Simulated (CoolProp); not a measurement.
Model: reference Helmholtz-energy equation of state, Schroeder 2014, in CoolProp.

Question: For ethanol, give the phase and the cv (kJ/(kg K)), speed of sound (m/s), Joule-Thomson coefficient (K/MPa), isothermal compressibility (1/MPa) at 273.7 K and 2.64 MPa; 324.4 K and 2.64 MPa; 330 K and 2.64 MPa.

Answer: 
- 273.7 K and 2.64 MPa: liquid; cv 1.88, speed of sound 1240, Joule-Thomson coefficient -0.393, isothermal compressibility 0.000962
- 324.4 K and 2.64 MPa: liquid; cv 2.23, speed of sound 1070, Joule-Thomson coefficient -0.307, isothermal compressibility 0.00135
- 330 K and 2.64 MPa: liquid; cv 2.27, speed of sound 1060, Joule-Thomson coefficient -0.296, isothermal compressibility 0.00140
